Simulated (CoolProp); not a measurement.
Vapour-liquid equilibrium of propane (1) + n-pentane (2) at 0.151 MPa; x and y are mole fractions of (1).

The numbers come from the multi-fluid Helmholtz-energy mixture model, Lemmon 2009 and Thol 2019; pair parameters Kunz 2012 in CoolProp.

```
x     bubble temperature, mixture model (K)  bubble temperature, Raoult's law (K)  y, mixture model  y, Raoult's law
----  -------------------------------------  ------------------------------------  ----------------  ---------------
0.05                                  306.7                                 307.6             0.400            0.398
0.15                                  286.1                                 288.5             0.745            0.734
0.25                                  273.5                                 276.2             0.865            0.861
0.35                                  265.1                                 267.4             0.919            0.919
0.45                                  259.0                                 260.8             0.948            0.951
0.55                                  254.3                                 255.5             0.965            0.969
0.65                                  250.5                                 251.2             0.977            0.981
0.75                                  247.2                                 247.6             0.985            0.989
0.85                                  244.4                                 244.5             0.992            0.995
0.95                                  241.8                                 241.7             0.998            0.998
```

The largest gap from Raoult's law is -2.7 K in bubble temperature, at x = 0.25. No azeotrope shows between x = 0.05 and 0.95.

Pair parameters are fitted to limited data, so mixtures are less certain than the pure fluids.
